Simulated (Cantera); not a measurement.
## Ignition delay

Mixture: 12.2 % CH4, 20.3 % O2, 64.8 % N2, 2.79 % CO2, equivalence ratio 1.2, at 5.00 bar, adiabatic and at constant pressure. Ignition delay is the time to a rise of 400 K.

Computed with Cantera and GRI-Mech 3.0 (53 species, 325 reactions).

| T0 (K) | delay (ms) |
|---|---|
| 1150 | 19.2 |
| 1200 | 9.93 |
| 1250 | 5.28 |
| 1300 | 2.89 |
| 1350 | 1.62 |
| 1400 | 0.934 |

```json
{
  "apparent activation energy between 1300 and 1400 K": "170 kJ/mol"
}
```
